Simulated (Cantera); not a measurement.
Input: 1 mol borazine, 0.23 mol O2, held at 1525 °C and 1000 Pa.

Equilibrium computed with Cantera from the NASA thermochemical tables; the gas is ideal and each condensed phase is pure. Candidate condensed phases: B, BN, B2O3, B3O3H3, H2O; 39 gas species. The feed counts by its element totals alone. The numbers say what is thermodynamically allowed, not how fast it happens.

Base state: H2 0.841, HBO 0.0612, N2 0.0606, B2O2 0.0170, B2O3 0.00875, BO 0.00420, HBO2 0.00417, H 0.00323 (mole fractions); condensed: BN(s).

Task: What changes in the equilibrium state with this change: pressure from 1000 Pa to 18000 Pa?

Result: 
```
species         before     after
------------  --------  --------
H2               0.841     0.876
N2              0.0606    0.0496
HBO             0.0612    0.0316
HBO2           0.00417    0.0178
B2O2            0.0170   0.00436
B2O3           0.00875    0.0185
B3O3H3         1.07e-6   4.78e-5
H2O           0.000146   0.00125
BO             0.00420  0.000501
H              0.00323  0.000777
BN(s), mol        2.58      2.67
B2O3(l), mol         0   0.00544
```
Mutual solubility and eutectic melting of coexisting phases are not modelled.
